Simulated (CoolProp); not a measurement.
Computed with CoolProp (reference Helmholtz-energy equation of state, Lemmon 2006). It is a short technical equation, of lower accuracy than the large ones.

**Question.** Give the vapour pressure (MPa), liquid cp (kJ/(kg K)), surface tension (mN/m), vapour viscosity (µPa s) of saturated toluene at 500.1 K.

**Answer.** 
| T (K) | p (MPa) | liquid cp (kJ/(kg K)) | surface tension (mN/m) | vapour viscosity (µPa s) |
|---|---|---|---|---|
| 500.1 | 1.18 | 2.53 | 6.21 | 11.6 |

Viscosity comes from a separate model (Avgeri 2015). Surface tension comes from a separate correlation (Mulero 2012).
